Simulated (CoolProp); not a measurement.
Properties of ethane along the isobar 8.99 MPa (Tc = 305.3 K, pc = 4.872 MPa, ω = 0.099).

The numbers come from the reference Helmholtz-energy equation of state, Bücker 2006 in CoolProp.

```json
[
 {"T (K)": "255.2", "phase": "liquid", "Joule-Thomson coefficient (K/MPa)": "[?]", "expansivity (1/kK)": "3.349", "fugacity coefficient": "[?]"},
 {"T (K)": "275.1", "phase": "liquid", "Joule-Thomson coefficient (K/MPa)": "0.1257", "expansivity (1/kK)": "4.224", "fugacity coefficient": "[?]"},
 {"T (K)": "295", "phase": "liquid", "Joule-Thomson coefficient (K/MPa)": "0.5587", "expansivity (1/kK)": "5.887", "fugacity coefficient": "0.3616"},
 {"T (K)": "314.9", "phase": "supercritical", "Joule-Thomson coefficient (K/MPa)": "1.524", "expansivity (1/kK)": "9.953", "fugacity coefficient": "0.4687"},
 {"T (K)": "334.9", "phase": "supercritical", "Joule-Thomson coefficient (K/MPa)": "3.948", "expansivity (1/kK)": "19.77", "fugacity coefficient": "[?]"},
 {"T (K)": "354.8", "phase": "supercritical", "Joule-Thomson coefficient (K/MPa)": "5.745", "expansivity (1/kK)": "15.40", "fugacity coefficient": "[?]"},
 {"T (K)": "374.7", "phase": "supercritical", "Joule-Thomson coefficient (K/MPa)": "5.507", "expansivity (1/kK)": "9.610", "fugacity coefficient": "0.7093"},
 {"T (K)": "394.6", "phase": "supercritical", "Joule-Thomson coefficient (K/MPa)": "4.866", "expansivity (1/kK)": "6.918", "fugacity coefficient": "0.7565"},
 {"T (K)": "414.6", "phase": "supercritical", "Joule-Thomson coefficient (K/MPa)": "[?]", "expansivity (1/kK)": "5.449", "fugacity coefficient": "0.7951"},
 {"T (K)": "434.5", "phase": "supercritical", "Joule-Thomson coefficient (K/MPa)": "3.703", "expansivity (1/kK)": "[?]", "fugacity coefficient": "0.8269"}
]
```

Problem. What belongs in the gaps?

Solution. 
- 255.2, Joule-Thomson coefficient (K/MPa): -0.1134
- 255.2, fugacity coefficient: 0.1737
- 275.1, fugacity coefficient: 0.2607
- 334.9, fugacity coefficient: 0.5700
- 354.8, fugacity coefficient: 0.6495
- 414.6, Joule-Thomson coefficient (K/MPa): 4.241
- 434.5, expansivity (1/kK): 4.538
